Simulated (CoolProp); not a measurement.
Vapour-liquid equilibrium of methanol (1) + ethylbenzene (2) at 425 K; x and y are mole fractions of (1).

The numbers come from the multi-fluid Helmholtz-energy mixture model, de Reuck 1993 and Zhou 2012; pair parameters Bell 2016 in CoolProp.

| x | bubble pressure (kPa) | y at the bubble point | dew pressure at overall composition x (kPa) | liquid density (mol/L) |
|---|---|---|---|---|
| 0.05 | 340.4 | 0.546 | 160.1 | 7.236 |
| 0.125 | 554.7 | 0.722 | 174.8 | 7.601 |
| 0.2 | 708.7 | 0.784 | 191.9 | 8.006 |
| 0.275 | 821.5 | 0.816 | 212.2 | 8.461 |
| 0.35 | 907.1 | 0.837 | 237.0 | 8.976 |
| 0.425 | 975.8 | 0.852 | 268.2 | 9.566 |
| 0.5 | 1035 | 0.866 | 308.6 | 10.25 |
| 0.575 | 1091 | 0.878 | 363.3 | 11.05 |
| 0.65 | 1146 | 0.892 | 441.3 | 11.99 |
| 0.725 | 1205 | 0.908 | 560.6 | 13.12 |
| 0.8 | 1267 | 0.927 | 760.5 | 14.50 |
| 0.875 | 1334 | 0.950 | 1076 | 16.20 |
| 0.95 | 1406 | 0.978 | 1335 | 18.34 |

No azeotrope shows between x = 0.05 and 0.95.

The pair parameters rest on a limited set of measurements; away from them the model extrapolates. With so large a gap from Raoult's law the liquid may split in two, which this calculation doesn't test in full.
